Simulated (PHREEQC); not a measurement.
A solution holds 4 mmol/kgw H2S, 22 mmol/kgw HCl and 16 mmol/kgw FeCl2, at 30 °C. Closed to the air; pH follows from the charge balance.

Equilibrium calculation in PHREEQC: ion-association model, wateq4f.dat.

```yaml
pH: 1.73
ionic_strength: 0.0690 mol/kgw
total_alkalinity: -22.0 meq/kg
```

| species | molality | activity | log γ |
|---|---|---|---|
| Cl- | 0.0535 | 0.0422 | -0.103 |
| H+ | 0.0220 | 0.0185 | -0.076 |
| Fe+2 | 0.0155 | 0.00683 | -0.356 |
| H2S | 0.00400 | 0.00406 | 0.007 |
| FeCl+ | 0.000495 | 0.000398 | -0.094 |
| HS- | 3.69e-8 | 2.90e-8 | -0.104 |
| Fe(HS)2 | 5.05e-9 | 5.13e-9 | 0.007 |

This is a speciation only: nothing precipitates in the calculation. The polysulfide entries of wateq4f.dat were taken out for this run.
